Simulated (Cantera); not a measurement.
An isothermal, constant-pressure homogeneous reactor starts with 41.7 % CH4, 58.3 % H2, at 1848 K and 0.00908 atm.

Cantera simulation using GRI-Mech 3.0 (53 species, 325 reactions); the numbers are that mechanism's predictions, not measurements. GRI-Mech 3.0 stops at C3 and has no aromatics, soot or wall deposition, so with more carbon than oxygen in the feed, carbon stays in small species such as C2H2 where larger ones or solid carbon would form. Radical loss at walls, strong at low pressure, is not modelled.

Task: Predict: x(CH4) at 5.00 s; x(H2) at 5.00 s; x(H) at 5.00 s; x(C2H4) at 5.00 s; x(CH2) at 5.00 s.

Result: 
```json
{
  "x(CH4) at 5.00 s": "0.000228 (gas-phase equilibrium 0.000112)",
  "x(H2) at 5.00 s": "0.848 (gas-phase equilibrium 0.848)",
  "x(H) at 5.00 s": "0.00512 (gas-phase equilibrium 0.00513)",
  "x(C2H4) at 5.00 s": "1.92e-5 (gas-phase equilibrium 1.92e-5)",
  "x(CH2) at 5.00 s": "1.93e-7 (gas-phase equilibrium 9.61e-8)"
}
```
